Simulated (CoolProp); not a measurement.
A simple Rankine cycle with R245fa: condensing at 314.15 K, boiler at 1.62 MPa, turbine inlet 399.5 K, turbine efficiency 0.8, pump efficiency 0.8, no recuperator. Each further row changes one setting.

Computed with CoolProp (reference Helmholtz-energy equation of state, Akasaka 2015).

```json
[
 {"case": "as stated", "thermal efficiency (%)": "11.4", "net work (kJ/kg)": "28.1", "heat in (kJ/kg)": "246", "turbine exit temperature (K)": "351.6", "volume ratio over the turbine": "6.84"},
 {"case": "turbine inlet 419.5 K", "thermal efficiency (%)": "11.3", "net work (kJ/kg)": "30.8", "heat in (kJ/kg)": "271", "turbine exit temperature (K)": "373.9", "volume ratio over the turbine": "6.56"},
 {"case": "condensing temperature 306.15 K", "thermal efficiency (%)": "12.6", "net work (kJ/kg)": "32.4", "heat in (kJ/kg)": "257", "turbine exit temperature (K)": "346.1", "volume ratio over the turbine": "8.91"},
 {"case": "boiler pressure 1.13 MPa", "thermal efficiency (%)": "9.5", "net work (kJ/kg)": "24.3", "heat in (kJ/kg)": "255", "turbine exit temperature (K)": "364.2", "volume ratio over the turbine": "4.48"},
 {"case": "turbine efficiency 0.7", "thermal efficiency (%)": "9.9", "net work (kJ/kg)": "24.4", "heat in (kJ/kg)": "246", "turbine exit temperature (K)": "355.2", "volume ratio over the turbine": "6.93"}
]
```
